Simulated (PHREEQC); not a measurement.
Buffer (model solution)

Solution (60 °C): 1.9 mmol/kgw NaH2PO4 and 1.3 mmol/kgw K2HPO4. Closed to the air; pH follows from the charge balance.

All values are PHREEQC results (ion-association model, phreeqc.dat), not measurements.

Each row changes one thing in this solution. Precipitation was switched off in this run.

```json
[
 {"case": "as made", "pH": "6.85", "ionic strength (mol/kgw)": "0.00578", "H2PO4- (mol/kgw)": "0.00190", "HPO4-2 (mol/kgw)": "0.00129", "NaHPO4- (mol/kgw)": "3.40e-6", "H3PO4 (mol/kgw)": "5.25e-8"},
 {"case": "K2HPO4 from 0.0013 to 0.0065 mol/kgw", "pH": "7.46", "ionic strength (mol/kgw)": "0.0212", "H2PO4- (mol/kgw)": "0.00190", "HPO4-2 (mol/kgw)": "0.00639", "NaHPO4- (mol/kgw)": "1.30e-5", "H3PO4 (mol/kgw)": "1.20e-8"},
 {"case": "K2HPO4 left out", "pH": "4.97", "ionic strength (mol/kgw)": "0.00193", "H2PO4- (mol/kgw)": "0.00188", "HPO4-2 (mol/kgw)": "1.52e-5", "NaHPO4- (mol/kgw)": "4.59e-8", "H3PO4 (mol/kgw)": "4.08e-6"},
 {"case": "K2HPO4 from 0.0013 to 0.00065 mol/kgw", "pH": "6.57", "ionic strength (mol/kgw)": "0.00384", "H2PO4- (mol/kgw)": "0.00190", "HPO4-2 (mol/kgw)": "0.000647", "NaHPO4- (mol/kgw)": "1.80e-6", "H3PO4 (mol/kgw)": "1.02e-7"},
 {"case": "NaH2PO4 replaced by NaHCO3 at the same molality", "pH": "8.37", "ionic strength (mol/kgw)": "0.00576", "H2PO4- (mol/kgw)": "5.54e-5", "HPO4-2 (mol/kgw)": "0.00124", "NaHPO4- (mol/kgw)": "3.24e-6", "H3PO4 (mol/kgw)": "4.66e-11"},
 {"case": "temperature from 60 to 75 °C", "pH": "6.82", "ionic strength (mol/kgw)": "0.00578", "H2PO4- (mol/kgw)": "0.00190", "HPO4-2 (mol/kgw)": "0.00129", "NaHPO4- (mol/kgw)": "3.36e-6", "H3PO4 (mol/kgw)": "6.46e-8"},
 {"case": "NaH2PO4 from 0.0019 to 0.00209 mol/kgw", "pH": "6.81", "ionic strength (mol/kgw)": "0.00597", "H2PO4- (mol/kgw)": "0.00209", "HPO4-2 (mol/kgw)": "0.00129", "NaHPO4- (mol/kgw)": "3.72e-6", "H3PO4 (mol/kgw)": "6.36e-8"},
 {"case": "NaH2PO4 from 0.0019 to 0.00285 mol/kgw", "pH": "6.67", "ionic strength (mol/kgw)": "0.00673", "H2PO4- (mol/kgw)": "0.00285", "HPO4-2 (mol/kgw)": "0.00129", "NaHPO4- (mol/kgw)": "4.97e-6", "H3PO4 (mol/kgw)": "1.20e-7"},
 {"case": "K2HPO4 from 0.0013 to 0.00195 mol/kgw", "pH": "7.01", "ionic strength (mol/kgw)": "0.00772", "H2PO4- (mol/kgw)": "0.00190", "HPO4-2 (mol/kgw)": "0.00193", "NaHPO4- (mol/kgw)": "4.85e-6", "H3PO4 (mol/kgw)": "3.59e-8"}
]
```

Complexes and solids missing from the database can't appear. Away from 25 °C the constants follow the database's enthalpies or fits; those with neither stay at their 25 °C values.
